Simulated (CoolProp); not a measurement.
Vapour-liquid equilibrium of n-hexane (1) + cyclohexane (2) at 0.518 MPa; x and y are mole fractions of (1).

Computed with CoolProp (multi-fluid Helmholtz-energy mixture model, Thol 2019 and Zhou 2014; pair parameters Bell 2016).

Problem. Give the bubble temperature and the first vapour's composition at x = 0.125, 0.275, 0.8. Is there an azeotrope?

Solution. x = 0.125: 417.3 K, y = 0.164; x = 0.275: 414.5 K, y = 0.337; x = 0.8: 407.1 K, y = 0.834. No azeotrope shows between x = 0.05 and 0.95.

Pair parameters are fitted to limited data, so mixtures are less certain than the pure fluids.
